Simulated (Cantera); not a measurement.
An adiabatic, constant-volume homogeneous reactor starts with 5.06 % CH3OH, 7.89 % O2, 87.0 % N2, at 1525 K and 7.90 bar.

Computed with Cantera and GRI-Mech 3.0 (53 species, 325 reactions). GRI-Mech 3.0 was tuned for natural gas; its chemistry of methanol as a main component is partial and can be far from experiment.

Predict: time of steepest temperature rise; temperature at 6.00 s; equilibrium temperature; x(O2) at 6.00 s; x(H2) at 6.00 s.


```
Property                                                             Value
---------------------------------  ---------------------------------------
time of steepest temperature rise                                  43.2 µs
temperature at 6.00 s                                               2521 K
equilibrium temperature                                             2521 K
x(O2) at 6.00 s                    0.00487 (gas-phase equilibrium 0.00487)
x(H2) at 6.00 s                    0.00243 (gas-phase equilibrium 0.00243)
```
